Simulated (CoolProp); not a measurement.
Vapour-liquid equilibrium of propane (1) + toluene (2) at 0.0507 MPa; x and y are mole fractions of (1).

The numbers come from the multi-fluid Helmholtz-energy mixture model, Lemmon 2009 and Lemmon 2006; pair parameters Bell 2016 in CoolProp.

Give the bubble temperature and the first vapour's composition at x = 0.05, 0.15, 0.95. Is there an azeotrope?

x = 0.05: 275.3 K, y = 0.980; x = 0.15: 241.5 K, y = 0.998; x = 0.95: 217.4 K, y = 1.000. No azeotrope shows between x = 0.05 and 0.95.

The pair parameters rest on a limited set of measurements; away from them the model extrapolates. With so large a gap from Raoult's law the liquid may split in two, which this calculation doesn't test in full.
